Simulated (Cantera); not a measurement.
A closed system holds: 1 mol Cu, 5.7 mol H2O, 3.4 mol H2, at 1150 K and 2000 Pa.

Method: chemical equilibrium by Gibbs-energy minimisation in Cantera with the NASA 1993 tables (ideal gas, pure condensed phases). Candidate condensed phases: Cu, CuO, Cu(OH)2, Cu2O, H2O; 12 gas species. Equilibrium is a limit: real reactors are often held back by kinetics, nucleation or transport.

What is the equilibrium state?

x(H2O): 0.626
x(H2): 0.374
n(Cu(s)): 1.000 mol
gas amount: 9.100 mol
log10 activity of Cu(OH)2(s) (absent): -11.01
